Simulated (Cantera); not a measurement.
## Fluorocarbon and chlorocarbon gases: c-C4F8 + CH4

Feed: 1 mol c-C4F8, 0.14 mol CH4, at 750 Torr.

These are equilibrium values from Cantera (NASA tables, ideal gas, pure condensed phases), not measurements of a reactor. Candidate condensed phases: C, C6H6, C7H8, C8H18; 95 gas species. The feed counts by its element totals alone. The tables' values for C2F4 are old estimates; treat these amounts as uncertain. Gases not in the tables: C2F6 and larger saturated fluorocarbons. Kinetics and transport are ignored.

```
T (K)   x CF4   x CF2      x F   x HF    x CF3      x CF  n C(graphite)
-----  ------  ------  -------  -----  -------  --------  -------------
2050    0.751  0.0145  0.00167  0.229  0.00326   9.88e-6           2.26
2200    0.719  0.0424  0.00589  0.225  0.00773   6.68e-5           2.23
2350    0.647   0.104   0.0174  0.215   0.0156  0.000346           2.14
2500    0.517   0.215   0.0435  0.197   0.0261   0.00142           1.98
2650    0.336   0.362   0.0926  0.171   0.0346   0.00467           1.72
2800    0.161   0.482    0.167  0.142   0.0342    0.0123           1.42
2950   0.0565   0.513    0.257  0.121   0.0252    0.0267           1.27
```
x: gas mole fraction; n: condensed amount in mol.

From 2050 K to 2950 K the condensed part is C(graphite). The main C-bearing gas is CF4 at 2050 K and CF2 at 2950 K. The share of C in condensed phases is highest at 2050 K (54.6 %) and lowest at 2950 K (30.6 %).
